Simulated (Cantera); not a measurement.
A freely propagating, adiabatic, planar premixed flame of 8.64 % CO, 3.89 % H2, 3.28 % CH4, 14.3 % O2, 69.9 % N2, unburnt at 300 K and 8.00 bar; mixture-averaged transport, grid criteria slope 0.08 and curve 0.16, no radiation.

Computed with Cantera and GRI-Mech 3.0 (53 species, 325 reactions). Burning velocities carry a grid error of a few per cent, more on coarse grids.

x: mole fraction of selected species; z is measured from the peak of heat release.

```tsv
z (mm)	T (K)	u (m/s)	x CO	x H2	x CH4	x H2O	x NO	x O
-0.372	300	0.143	0.0865	0.0379	0.0329	1.16e-5	<1e-8	<1e-8
-0.248	303	0.144	0.0867	0.0352	0.0329	0.000232	<1e-8	<1e-8
-0.186	316	0.149	0.0868	0.0316	0.0327	0.00136	<1e-8	<1e-8
-0.124	(withheld)	0.190	0.0854	0.0246	0.0309	0.00916	1.77e-8	<1e-8
-0.0621	(withheld)	0.379	0.0752	0.0146	0.0211	0.0414	6.81e-7	1.18e-7
-0.0310	(withheld)	0.556	0.0633	0.00966	0.0112	0.0687	3.17e-6	1.69e-5
0	(withheld)	0.729	0.0455	0.00520	0.00187	0.0942	6.40e-6	0.000374
0.0310	1788	0.810	0.0258	0.00258	4.60e-5	0.103	9.55e-6	0.000898
0.0621	1875	0.844	0.0153	0.00184	7.41e-7	0.105	1.18e-5	0.000748
0.124	1951	0.874	0.00762	0.00113	<1e-8	0.107	1.43e-5	0.000404
0.248	1996	0.892	0.00335	0.000530	<1e-8	0.109	1.65e-5	0.000167
0.496	2017	0.900	0.00134	0.000222	<1e-8	0.110	1.83e-5	6.94e-5
0.993	2024	0.903	0.000691	0.000124	<1e-8	0.110	2.00e-5	4.16e-5
```

Task: Complete the blanks.

Result: 
- -0.124, T (K): 403
- -0.0621, T (K): 812
- -0.0310, T (K): 1199
- 0, T (K): 1591
